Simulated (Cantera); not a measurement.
**Thermodynamics of nitride etching, feed AlN + H2O + N2**

Input: 1 mol AlN, 3.6 mol H2O, a varied amount of N2, equilibrated at 1248.15 K and 0.000570 bar.

Cantera equilibrium calculation (NASA polynomials, part measured and part estimated; ideal gas, pure solids and liquids). Candidate condensed phases: Al, AlN, Al2O3, H2O; 35 gas species. Kinetics and transport are ignored.

```
n(N2) (mol)   x N2   x H2O    x H2      x H     x OH     x NH3     x NO  n Al2O3(s)
-----------  -----  ------  ------  -------  -------  --------  -------  ----------
4.2          0.566   0.253   0.181  8.34e-6  1.19e-7   5.07e-9  1.01e-9       0.500
5.2          0.613   0.226   0.161  7.88e-6  1.13e-7   4.45e-9  1.05e-9       0.500
6.4          0.657   0.200   0.143  7.41e-6  1.06e-7   3.84e-9  1.08e-9       0.500
8            0.702   0.174   0.124  6.90e-6  9.88e-8   3.21e-9  1.12e-9       0.500
9.9          0.743   0.150   0.107  6.42e-6  9.19e-8   2.65e-9  1.15e-9       0.500
12           0.776   0.130  0.0932  5.99e-6  8.57e-8   2.20e-9  1.18e-9       0.500
15           0.812   0.110  0.0785  5.50e-6  7.87e-8   1.74e-9  1.20e-9       0.500
19           0.844  0.0909  0.0649  5.00e-6  7.15e-8   1.33e-9  1.23e-9       0.500
24           0.872  0.0747  0.0534  4.53e-6  6.48e-8   1.01e-9  1.25e-9       0.500
29           0.891  0.0634  0.0453  4.17e-6  5.97e-8  7.99e-10  1.26e-9       0.500
37           0.912  0.0511  0.0365  3.75e-6  5.36e-8  5.84e-10  1.28e-9       0.500
45           0.927  0.0428  0.0305  3.43e-6  4.91e-8  4.51e-10  1.29e-9       0.500
```
x: gas mole fraction; n: condensed amount in mol.

From 4.2 mol N2 to 45 mol N2 the condensed part is Al2O3(s).
